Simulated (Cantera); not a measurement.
Cantera run, input and output.

```python
import numpy as np
import cantera as ct

gas = ct.Solution("gri30.yaml")


def delay(T, t_max=10):
    gas.TPX = T, 100000, {'CH4': 1, 'H2': 0.074, 'O2': 1.13, 'N2': 4.26, 'CO2': 0.24}
    reactor = ct.IdealGasReactor(gas, clone=False)
    net = ct.ReactorNet([reactor])
    net.rtol, net.atol = 1e-8, 1e-16
    while net.time < t_max:
        t_old, T_old = net.time, reactor.T
        net.step()
        if reactor.T > T + 400:  # ignition: a rise of 400 K
            return t_old + (T + 400 - T_old) / (reactor.T - T_old) * (net.time - t_old)
    return np.nan


taus = []
for T in [1148, 1223, 1298, 1373, 1448, 1523, 1598, 1673, 1748]:
    taus.append(delay(T))
    print(f"T0 = {T:6g} K   tau = {taus[-1]:.4e} s")
```

Result:

```
T0 =   1148 K   tau = 5.4476e-02 s
T0 =   1223 K   tau = 2.2094e-02 s
T0 =   1298 K   tau = 9.1235e-03 s
T0 =   1373 K   tau = 3.9035e-03 s
T0 =   1448 K   tau = 1.7566e-03 s
T0 =   1523 K   tau = 8.4292e-04 s
T0 =   1598 K   tau = 4.3476e-04 s
T0 =   1673 K   tau = 2.4079e-04 s
T0 =   1748 K   tau = 1.4218e-04 s
```

Computed with Cantera and GRI-Mech 3.0 (53 species, 325 reactions).
